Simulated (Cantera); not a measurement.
Cantera run:

```python
import numpy as np
import cantera as ct

gas_names = """
    C CH CH2 CH3 CH2OH CH3O CH4 CH3OH CO CO2 COOH C2 C2H CHCO,ketyl C2H2,acetylene C2H2,vinylidene
    CH2CO,ketene C2H3,vinyl CH3CO,acetyl C2H4 C2H4O,ethylen CH3CHO,ethanal CH3COOH (HCOOH)2 C2H5 C2H6
    CH3OCH3 C2H5OH C2O C3 C3H3,propargyl C3H4,allene C3H4,propyne C3H4,cyclo- C3H5,allyl C3H6,propylene
    C3H6,cyclo- C3H6O C3H7,n-propyl C3H7,i-propyl C3H8 C3H8O,1propanol C3H8O,2propanol C3O2 C4 C4H2
    C4H4,1,3-cyclo- C4H6,butadiene C4H6,2-butyne C4H6,cyclo- C4H8,1-butene C4H8,cis2-buten
    C4H8,tr2-butene C4H8,isobutene C4H8,cyclo- (CH3COOH)2 C4H9,n-butyl C4H9,i-butyl C4H9,s-butyl
    C4H9,t-butyl C4H10,isobutane C4H10,n-butane C5 C5H6,1,3cyclo- C5H8,cyclo- C5H10,1-pentene
    C5H10,cyclo- C5H11,pentyl C5H11,t-pentyl C5H12,n-pentane C5H12,i-pentane CH3C(CH3)2CH3 C6H2
    C6H5,phenyl C6H5O,phenoxy C6H6 C6H5OH,phenol C6H10,cyclo- C6H12,1-hexene C6H12,cyclo- C6H13,n-hexyl
    C7H7,benzyl C7H8 C7H8O,cresol C7H14,1-heptene C7H15,n-heptyl C7H16,n-heptane C8H8,styrene
    C8H10,ethylbenz C8H16,1-octene C8H17,n-octyl C8H18,isooctane C8H18,n-octane C9H19,n-nonyl
    C10H8,naphthale C10H21,n-decyl C12H9,o-bipheny C12H10,bipheny H HCO HO2 H2 HCHO,formaldehy HCOOH H2O
    H2O2 O OH O2 O3 Pb PbO Pb2
""".split()
cond_names = """
    C(gr) C6H6(L) C7H8(L) C8H18(L),n-octa H2O(s) H2O(L) Pb(cr) Pb(L) PbO(rd) PbO(yw) PbO(L) PbO2(s)
    Pb3O4(s)
""".split()


def load(file, names, dense=False):
    # The tables refer to 1 bar. Condensed volumes are neglected.
    table = {s.name: s for s in ct.Species.list_from_file(file)}
    out = []
    for n in names:
        d = dict(table[n].input_data)
        d["thermo"] = dict(d["thermo"], **{"reference-pressure": 1e5})
        if dense:
            d["equation-of-state"] = {"model": "constant-volume", "density": "1e6 g/cm^3"}
        out.append(ct.Species.from_dict(d))
    return out


gas = ct.Solution(thermo="ideal-gas", species=load("nasa_gas.yaml", gas_names))
cond = {s.name: ct.Solution(thermo="fixed-stoichiometry", species=[s], name=s.name)
        for s in load("nasa_condensed.yaml", cond_names, dense=True)}
atoms = {
    'Pb': {'Pb': 1},
    'H2O': {'H': 2, 'O': 1},
    'CO': {'C': 1, 'O': 1},
    'CO2': {'C': 1, 'O': 2},
}
top_T = {'C(gr)': 4500, 'Pb3O4(s)': 820}  # K; cautious upper limits of use, not melting points


def equilibrate(T, P, feed):
    n = {}
    for name, mol in feed.items():
        for a, k in atoms[name].items():
            n[a] = n.get(a, 0.0) + k * mol
    gas.TPX = T, P, n
    mass = sum(n.values()) * gas.mean_molecular_weight
    gas.equilibrate("TP")
    valid = [c for c in cond.values() if c.min_temp <= T <= top_T.get(c.name, c.max_temp)]
    mix = ct.Mixture([(gas, mass / gas.mean_molecular_weight)] + [(c, 0.0) for c in valid])
    mix.T, mix.P = T, P
    mix.equilibrate("TP", solver="vcs", rtol=1e-11, max_steps=5000)
    return mix


results = []
feed = {'Pb': 1, 'H2O': 0.21, 'CO': 36, 'CO2': 2.4}  # mol
P = 48  # Pa
for T in [973, 1023, 1073, 1123, 1173, 1223, 1273, 1323, 1373, 1423, 1473]:
    mix = equilibrate(T, P, feed)
    results.append((T, P, feed, dict(zip(mix.species_names, mix.species_moles))))
    x = sorted(zip(gas.X, gas.species_names), reverse=True)
    print(f"T = {T:g} K  P = {P:g} Pa  gas = {mix.phase_moles(0):.4g} mol")
    print("   x: " + "  ".join(f"{s} {v:.3e}" for v, s in x if v > 0.0001))
    print("   condensed (mol): " + ("  ".join(f"{mix.phase(i).name} {mix.phase_moles(i):.4g}"
          for i in range(1, mix.n_phases) if mix.phase_moles(i) > 1e-12) or "none"))
```

Result:

```
T = 973 K  P = 48 Pa  gas = 39.33 mol
   x: CO 9.103e-01  CO2 6.614e-02  Pb 1.822e-02  H2 5.110e-03  H2O 2.302e-04
   condensed (mol): Pb(L) 0.2833
T = 1023 K  P = 48 Pa  gas = 39.61 mol
   x: CO 9.038e-01  CO2 6.561e-02  Pb 2.525e-02  H2 5.023e-03  H2O 2.790e-04
   condensed (mol): none
T = 1073 K  P = 48 Pa  gas = 39.61 mol
   x: CO 9.039e-01  CO2 6.556e-02  Pb 2.525e-02  H2 4.969e-03  H2O 3.327e-04
   condensed (mol): none
T = 1123 K  P = 48 Pa  gas = 39.61 mol
   x: CO 9.039e-01  CO2 6.550e-02  Pb 2.525e-02  H2 4.913e-03  H2O 3.891e-04
   condensed (mol): none
T = 1173 K  P = 48 Pa  gas = 39.61 mol
   x: CO 9.040e-01  CO2 6.545e-02  Pb 2.525e-02  H2 4.854e-03  H2O 4.472e-04
   condensed (mol): none
T = 1223 K  P = 48 Pa  gas = 39.61 mol
   x: CO 9.041e-01  CO2 6.539e-02  Pb 2.525e-02  H2 4.795e-03  H2O 5.065e-04
   condensed (mol): none
T = 1273 K  P = 48 Pa  gas = 39.61 mol
   x: CO 9.041e-01  CO2 6.533e-02  Pb 2.525e-02  H2 4.734e-03  H2O 5.662e-04
   condensed (mol): none
T = 1323 K  P = 48 Pa  gas = 39.61 mol
   x: CO 9.042e-01  CO2 6.527e-02  Pb 2.525e-02  H2 4.673e-03  H2O 6.259e-04
   condensed (mol): none
T = 1373 K  P = 48 Pa  gas = 39.61 mol
   x: CO 9.042e-01  CO2 6.521e-02  Pb 2.525e-02  H2 4.612e-03  H2O 6.849e-04
   condensed (mol): none
T = 1423 K  P = 48 Pa  gas = 39.61 mol
   x: CO 9.043e-01  CO2 6.515e-02  Pb 2.524e-02  H2 4.549e-03  H2O 7.427e-04
   condensed (mol): none
T = 1473 K  P = 48 Pa  gas = 39.61 mol
   x: CO 9.043e-01  CO2 6.509e-02  Pb 2.524e-02  H2 4.484e-03  H2O 7.986e-04
   condensed (mol): none
```

Equilibrium computed with Cantera from the NASA thermochemical tables; the gas is ideal and each condensed phase is pure.
